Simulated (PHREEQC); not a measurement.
Make-up at 25 °C: 0.085 mmol/kgw HCl and 120 mmol/kgw FeCl2. Closed to the air; pH follows from the charge balance.

All values are PHREEQC results (ion-association model, wateq4f.dat), not measurements.

This is a speciation only: nothing precipitates in the calculation.

Task: What pH, activity of water does the model give?

Result: pH 4.18; activity of water 0.994.

Task: In which forms is Fe present?

Result: Fe+2 92 %, FeCl+ 7.8 % of the Fe.

Species that the database lacks are ignored.
